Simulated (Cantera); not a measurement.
# Ignition delay

Mixture: 13.7 % CH4, 2.19 % H2, 16.7 % O2, 63.1 % N2, 4.25 % H2O, at 0.780 bar, adiabatic and at constant volume. Ignition delay is the time to a rise of 400 K.

Model: GRI-Mech 3.0 (53 species, 325 reactions), integrated in Cantera.

| T0 (K) | delay (ms) |
|---|---|
| 1100 | 52.1 |
| 1150 | 30.8 |
| 1200 | 18.1 |
| 1250 | 10.6 |
| 1300 | 6.27 |
| 1350 | 3.75 |
| 1400 | 2.28 |
| 1450 | 1.42 |
| 1500 | 0.905 |
| 1550 | 0.595 |

```
Item                                                     Value
--------------------------------------------------  ----------
apparent activation energy between 1450 and 1550 K  160 kJ/mol
```
